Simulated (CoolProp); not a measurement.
Model: reference Helmholtz-energy equation of state, Lemmon 2006, in CoolProp. It is a short technical equation, of lower accuracy than the large ones.

Question: For toluene, give the phase and the cv (kJ/(kg K)), Prandtl number at 583.2 K and 2.56 bar; 232.4 K and 71.6 bar.

Answer: 
- 583.2 K and 2.56 bar: gas; cv 2.00, Prandtl number 0.718
- 232.4 K and 71.6 bar: liquid; cv 1.10, Prandtl number 17.7

Viscosity comes from a separate model (Avgeri 2015). Thermal conductivity comes from a separate model (Assael 2012).
